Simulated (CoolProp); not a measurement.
A single-stage vapour-compression cycle with the fluid: evaporating at 321.15 K (dew point), condensing at 389.15 K (bubble point), superheat 8 K, subcooling 5 K, compressor efficiency 0.65, no pressure losses. The same conditions are run with several fluids, on thermodynamics alone (safety and materials aside).

Model: reference Helmholtz-energy equation of state of each fluid (cyclohexane: Zhou 2014; isohexane: Lemmon 2006; the fluoroketone C6F12O (FK-5-1-12): McLinden 2015; propyne: Polt 1992; isobutane: Bücker 2006; dimethyl carbonate: Zhou 2011), in CoolProp. The equations of Platzer and Polt are older, rougher fits.

Task: Rank cyclohexane, isohexane, the fluoroketone C6F12O (FK-5-1-12), propyne, isobutane, dimethyl carbonate by cooling COP, highest first.

Result: dimethyl carbonate (2.54), cyclohexane (2.42), isohexane (2.13), propyne (1.90), isobutane (1.64), the fluoroketone C6F12O (FK-5-1-12) (1.13)

```csv
fluid,pressure ratio,discharge temperature (K),refrigerating effect (kJ/kg),volumetric capacity (kJ/m³)
cyclohexane,7.79,399.3,255,268
isohexane,6.66,389.2,187,412
the fluoroketone C6F12O (FK-5-1-12),6.67,389.1,22.2,265
propyne,4.14,428.7,245,4570
isobutane,4.06,397.3,133,2130
dimethyl carbonate,10.1,416.2,292,207
```

The compression ends wet for: isohexane; the fluoroketone C6F12O (FK-5-1-12).
